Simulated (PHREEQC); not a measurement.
Solution (25 °C): 150 mmol/kgw NH4HF2, 35 mmol/kgw (NH4)2SiF6 and 0.032 mmol/kgw HBF4. Closed to the air; pH follows from the charge balance.

The numbers come from PHREEQC with the ion-association model, phreeqc.dat.

Precipitation was switched off in this run.

Question: What pH, ionic strength, density does the model give?

Answer: pH 3.00; ionic strength 0.256 mol/kgw; density 1.004 g/cm³.

Question: In which forms is F present?

Answer: SiF6-2 41 %, F- 21 %, HF 21 %, HF2- 17 % of the F.

Complexes and solids missing from the database can't appear. SiF6-2 is the database's only silicon fluoride. Real BF4- forms and hydrolyses slowly; the run takes it at equilibrium.
